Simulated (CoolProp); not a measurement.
Properties of CH3F (R41) along the isobar 0.189 MPa (Tc = 44.1 °C, pc = 5.906 MPa, ω = 0.200).

Values from CoolProp's reference Helmholtz-energy equation of state, Lemmon 2006. It is a short technical equation, of lower accuracy than the large ones.

```
T (°C)    phase  cv (kJ/(kg K))  isothermal compressibility (1/MPa)
-------  ------  --------------  ----------------------------------
-114.95  liquid           1.383                           0.0009548
-91.25   liquid           1.309                            0.001301
-67.45   liquid           1.255                            0.001863
-43.75      gas          0.8531                               5.522
-20.05      gas          0.8356                               5.445
3.75        gas          0.8472                               5.401
27.45       gas          0.8740                               5.373
51.25       gas          0.9103                               5.354
74.95       gas          0.9524                               5.341
```
